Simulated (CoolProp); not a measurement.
Model: reference Helmholtz-energy equation of state, Thol 2019, in CoolProp.

Give the vapour pressure (bar), liquid density (kg/m³), vapour density (kg/m³), enthalpy of vaporisation (kJ/kg) of saturated n-pentane at 296.8, 312.9, 425.7 K.


```csv
T (K),p (bar),liquid density (kg/m³),vapour density (kg/m³),enthalpy of vaporisation (kJ/kg)
296.8,0.650,623,1.96,367
312.9,1.15,606,3.34,355
425.7,16.6,455,49.8,219
```
